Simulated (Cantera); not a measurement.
Cantera run, input and output.

```python
import numpy as np
import cantera as ct

gas = ct.Solution("gri30.yaml")


def delay(T, t_max=10):
    gas.TPX = T, 101325, {'CH3OH': 1, 'O2': 2.83, 'N2': 10.6, 'CO2': 0.49}
    reactor = ct.IdealGasReactor(gas, clone=False)
    net = ct.ReactorNet([reactor])
    net.rtol, net.atol = 1e-8, 1e-16
    while net.time < t_max:
        t_old, T_old = net.time, reactor.T
        net.step()
        if reactor.T > T + 400:  # ignition: a rise of 400 K
            return t_old + (T + 400 - T_old) / (reactor.T - T_old) * (net.time - t_old)
    return np.nan


taus = []
for T in [1050, 1100, 1150, 1200, 1250, 1300, 1350, 1400]:
    taus.append(delay(T))
    print(f"T0 = {T:6g} K   tau = {taus[-1]:.4e} s")
```

Output:

```
T0 =   1050 K   tau = 1.8208e-01 s
T0 =   1100 K   tau = 6.4296e-02 s
T0 =   1150 K   tau = 2.4953e-02 s
T0 =   1200 K   tau = 1.0546e-02 s
T0 =   1250 K   tau = 4.8177e-03 s
T0 =   1300 K   tau = 2.3642e-03 s
T0 =   1350 K   tau = 1.2394e-03 s
T0 =   1400 K   tau = 6.9044e-04 s
```

Model: GRI-Mech 3.0 (53 species, 325 reactions), integrated in Cantera. GRI-Mech 3.0 was tuned for natural gas; its chemistry of methanol as a main component is partial and can be far from experiment.
